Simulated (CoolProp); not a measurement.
Values from CoolProp's reference Helmholtz-energy equation of state, Wagner 2002.

**Question.** For water, give the phase and the cp (kJ/(kg K)), speed of sound (m/s) at 669.6 K and 562 bar; 669.6 K and 812 bar.

**Answer.** 
- 669.6 K and 562 bar: supercritical; cp 6.14, speed of sound 830
- 669.6 K and 812 bar: supercritical; cp 5.20, speed of sound 1010
